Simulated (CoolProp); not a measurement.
n-pentane at 603.89 K and 0.529 MPa flows at 1.9 m/s in a round tube of 6 mm bore and 0.25 µm roughness, fully developed (64/Re and Nu = 3.66 if laminar; Colebrook and Gnielinski if turbulent). Each further row changes one setting.

Computed with CoolProp (reference Helmholtz-energy equation of state, Thol 2019).

```tsv
case	Reynolds number	Darcy friction factor	pressure drop (Pa/m)	heat-transfer coefficient (W/(m² K))	mass flow (kg/h)
as stated	[?]	[?]	80.9	194	[?]
velocity 3.8 m/s	13300	0.0288	[?]	344	[?]
diameter 12 mm	13300	0.0287	[?]	172	[?]
```

Q: Some entries are withheld; supply them.

A: 
- as stated, Reynolds number: 6630
- as stated, Darcy friction factor: 0.0346
- as stated, mass flow (kg/h): 1.50
- velocity 3.8 m/s, pressure drop (Pa/m): 269
- velocity 3.8 m/s, mass flow (kg/h): 3.01
- diameter 12 mm, pressure drop (Pa/m): 33.6
- diameter 12 mm, mass flow (kg/h): 6.01

Viscosity comes from a separate model (Quiñones-Cisneros 2006), older than the equation that it now runs on, and unchecked against measurements. Thermal conductivity comes from a separate model (Vassiliou 2015).
